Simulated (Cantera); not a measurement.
A closed system holds: 1 mol Ta2O5, 5 mol C, 0.017 mol CO, equilibrated at 0.113 Torr.

Method: chemical equilibrium by Gibbs-energy minimisation in Cantera with the NASA 1993 tables (ideal gas, pure condensed phases). Candidate condensed phases: C, Ta, TaC, Ta2O5; 15 gas species. Mutual solubility and eutectic melting of coexisting phases are not modelled. TaC: taken at fixed stoichiometry. Condensed phases not in the tables: Ta2C. Rates play no part. All values below are at 1325 °C.

Base state: CO 1.000, CO2 0.000167 (mole fractions); condensed: TaC(s) + Ta2O5(s).

Problem. What changes in the equilibrium state with this change: pressure from 0.113 Torr to 750 Torr?

Solution. 
```tsv
species	before	after
CO	1.000	0.998
CO2	0.000167	0.00206
TaC(s), mol	1.43	1.43
Ta2O5(s), mol	0.286	0.285
```
